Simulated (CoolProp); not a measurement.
Properties of R227EA at several states (Tc = 101.8 °C, pc = 2925 kPa, ω = 0.358).

The numbers come from the reference Helmholtz-energy equation of state, Lemmon 2016 in CoolProp.

```json
[
 {"T (°C)": "176.25", "p (kPa)": "7550", "phase": "supercritical", "cp (kJ/(kg K))": "1.474", "isothermal compressibility (1/MPa)": "0.1501", "expansivity (1/kK)": "9.379", "viscosity (µPa s)": "36.3"},
 {"T (°C)": "-114.15", "p (kPa)": "26.3", "phase": "liquid", "cp (kJ/(kg K))": "0.9345", "isothermal compressibility (1/MPa)": "0.0007492", "expansivity (1/kK)": "1.513", "viscosity (µPa s)": "2260"},
 {"T (°C)": "63.95", "p (kPa)": "7120", "phase": "liquid", "cp (kJ/(kg K))": "1.233", "isothermal compressibility (1/MPa)": "0.008517", "expansivity (1/kK)": "3.367", "viscosity (µPa s)": "174"},
 {"T (°C)": "4.35", "p (kPa)": "466", "phase": "liquid", "cp (kJ/(kg K))": "1.123", "isothermal compressibility (1/MPa)": "0.003800", "expansivity (1/kK)": "2.576", "viscosity (µPa s)": "317"},
 {"T (°C)": "57.05", "p (kPa)": "12600", "phase": "liquid", "cp (kJ/(kg K))": "1.176", "isothermal compressibility (1/MPa)": "0.005205", "expansivity (1/kK)": "2.556", "viscosity (µPa s)": "218"},
 {"T (°C)": "198.05", "p (kPa)": "11.8", "phase": "gas", "cp (kJ/(kg K))": "1.029", "isothermal compressibility (1/MPa)": "84.80", "expansivity (1/kK)": "2.127", "viscosity (µPa s)": "18.0"}
]
```

Viscosity comes from a separate model (Huber 2003), an estimate that may be off by 10 % or more.
